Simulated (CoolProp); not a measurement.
The numbers come from the reference Helmholtz-energy equation of state, Lemmon 2016 in CoolProp.

For R115, give the phase and the Z, cp (kJ/(kg K)) at 424.1 K and 2750 kPa; 484.8 K and 2750 kPa; 500 K and 2750 kPa.


- 424.1 K and 2750 kPa: gas; Z 0.832, cp 0.955
- 484.8 K and 2750 kPa: gas; Z 0.906, cp 0.962
- 500 K and 2750 kPa: gas; Z 0.919, cp 0.967
